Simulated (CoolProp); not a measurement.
Toluene along the isobar 3560 kPa: Z from the reference equation and from simpler models built on Tc = 591.7 K, pc = 4126 kPa, ω = 0.266; each cubic takes its own stable root.

Values from CoolProp's reference Helmholtz-energy equation of state, Lemmon 2006. It is a short technical equation, of lower accuracy than the large ones.

```csv
T (K),phase,reference,van der Waals,Redlich-Kwong
263.1,liquid,0.1672,0.2847,0.1923
280.6,liquid,0.1596,0.2708,0.1832
298.1,liquid,0.1530,0.2586,0.1754
315.6,liquid,0.1473,0.2481,0.1687
333.1,liquid,0.1422,0.2389,0.1629
350.6,liquid,0.1379,0.2309,0.1580
368.1,liquid,0.1341,0.2240,0.1539
385.6,liquid,0.1308,0.2181,0.1505
403.1,liquid,0.1280,0.2130,0.1477
420.6,liquid,0.1257,0.2088,0.1456
438.1,liquid,0.1239,0.2054,0.1442
455.6,liquid,0.1225,0.2029,0.1435
473.1,liquid,0.1217,0.2014,0.1436
```
